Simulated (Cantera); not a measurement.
**CH3F + F2 (fluorocarbon and chlorocarbon gases)**

A closed system holds: 1 mol CH3F, a varied amount of F2, equilibrated at 2400 K and 1.05 Torr.

These are equilibrium values from Cantera (NASA tables, ideal gas, pure condensed phases), not measurements of a reactor. Candidate condensed phases: C, C6H6, C7H8, C8H18; 95 gas species. Rates play no part.

| n(F2) (mol) | log p HF | log p H2 | log p H | log p F | log p C2H2 (acetylene) | log p CF | n C(graphite) |
|---|---|---|---|---|---|---|---|
| 0.033 | -3.19 | -3.37 | -3.49 | -6.10 | -5.53 | -7.72 | 0.989 |
| 0.054 | -3.18 | -3.39 | -3.49 | -6.08 | -5.55 | -7.70 | 0.989 |
| 0.088 | -3.16 | -3.41 | -3.51 | -6.04 | -5.57 | -7.67 | 0.990 |
| 0.15 | -3.12 | -3.46 | -3.53 | -5.99 | -5.62 | -7.61 | 0.991 |
| 0.24 | -3.08 | -3.54 | -3.57 | -5.91 | -5.69 | -7.53 | 0.992 |
| 0.39 | -3.02 | -3.68 | -3.64 | -5.78 | -5.83 | -7.40 | 0.993 |
| 0.65 | -2.94 | -4.01 | -3.81 | -5.53 | -6.17 | -7.16 | 0.996 |
| 1.1 | -2.89 | -6.85 | -5.22 | -4.06 | -9.01 | -5.68 | 0.990 |
log p: log10 of the partial pressure in bar; n: condensed amount in mol.

From 0.033 mol F2 to 1.1 mol F2 the condensed part is C(graphite). The main C-bearing gas is C2H2 (acetylene) at 0.033 mol F2 and CF at 1.1 mol F2.
